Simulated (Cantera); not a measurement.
Input: 1 mol B₂H₆, 5.7 mol NH₃, at 1000 Pa.

Method: chemical equilibrium by Gibbs-energy minimisation in Cantera with the NASA 1993 tables (ideal gas, pure condensed phases). Candidate condensed phases: B, BN; 15 gas species. The feed counts by its element totals alone. The tables' values for BH₂ are old estimates; treat these amounts as uncertain. Equilibrium is a limit: real reactors are often held back by kinetics, nucleation or transport. All values below are at 1948 K.

Base state: H₂ 0.852, N₂ 0.137, H 0.0104, BH₂ 5.77e-5 (mole fractions); condensed: BN(s).

Q: What changes in the equilibrium state with this change: NH₃ from 5.7 to 0.84 mol?

A: 
```
species      before     after
----------  -------  --------
H₂            0.852     0.983
H            0.0104    0.0112
N₂            0.137   0.00530
BH₂         5.77e-5  0.000339
BN(s), mol     2.00     0.794
B(s), mol         0      1.20
```
Mutual solubility and eutectic melting of coexisting phases are not modelled.
